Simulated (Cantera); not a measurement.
Thermodynamics of silicon nitride deposition, feed SiCl4 + N2

Input: 1 mol SiCl4, a varied amount of N2, equilibrated at 1200 °C and 0.620 bar.

Method: chemical equilibrium by Gibbs-energy minimisation in Cantera with the NASA 1993 tables (ideal gas, pure condensed phases). Candidate condensed phases: Si, Si3N4; 13 gas species. The tables' values for SiCl3 are old estimates; treat these amounts as uncertain. The numbers say what is thermodynamically allowed, not how fast it happens.

```
n(N2) (mol)   x N2  x SiCl4   x SiCl3      x Cl     x Cl2
-----------  -----  -------  --------  --------  --------
1.1          0.523    0.475   0.00103  0.000750  0.000148
1.5          0.600    0.399  0.000933  0.000695  0.000127
2.1          0.677    0.322  0.000827  0.000632  0.000105
2.9          0.743    0.256  0.000728  0.000571   8.57e-5
4.1          0.803    0.195  0.000627  0.000506   6.74e-5
5.6          0.848    0.151  0.000544  0.000451   5.34e-5
7.8          0.886    0.113  0.000465  0.000396   4.12e-5
11           0.916   0.0829  0.000393  0.000343   3.10e-5
15           0.937   0.0621  0.000336  0.000301   2.38e-5
21           0.954   0.0452  0.000283  0.000260   1.77e-5
29           0.966   0.0331  0.000239  0.000225   1.33e-5
40           0.975   0.0242  0.000202  0.000194   9.92e-6
55           0.982   0.0177  0.000171  0.000168   7.41e-6
```
x: gas mole fraction; nothing condenses.

From 1.1 mol N2 to 55 mol N2 nothing is condensed. The main Si-bearing gas is SiCl4 throughout.
